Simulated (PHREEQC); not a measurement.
Solution (60 °C): 0.034 mol FeCl2 and 0.02 mol HI per kg of water. Closed to the air; pH follows from the charge balance.

Computed with PHREEQC (ion-association model, wateq4f.dat).

No solid was allowed to form.

### Question
Estimate the pH.

### Answer
pH 1.79.

### Question
In which forms is Fe present?

### Answer
Fe+2 97 %, FeCl+ 3.1 % of the Fe.

At this temperature some constants are extrapolated from 25 °C, and those without enthalpy data are left unchanged.
